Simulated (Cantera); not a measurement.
Feed: 1 mol SiHCl₃, 0.24 mol Cl₂, 140 mol H₂, at 2.40 mbar.

These are equilibrium values from Cantera (NASA tables, ideal gas, pure condensed phases), not measurements of a reactor. Candidate condensed phases: Si; 19 gas species. Gases not in the tables: Si₂H₆ and higher silanes. Equilibrium is a limit: real reactors are often held back by kinetics, nucleation or transport.

What share of the Si ends up in condensed phases as a function of T (K), at 1073, 1123, 1173, 1223, 1273, 1323, 1373, 1423, 1473, 1523, 1573, 1623, 1673, 1723?


```
T (K)  Si condensed (%)     as
-----  ----------------  -----
1073               80.6  Si(s)
1123               82.7  Si(s)
1173               82.8  Si(s)
1223               82.3  Si(s)
1273               81.6  Si(s)
1323               80.9  Si(s)
1373               80.2  Si(s)
1423               79.5  Si(s)
1473               78.7  Si(s)
1523               78.0  Si(s)
1573               77.1  Si(s)
1623               75.7  Si(s)
1673               73.2  Si(s)
1723               70.0  Si(l)
```
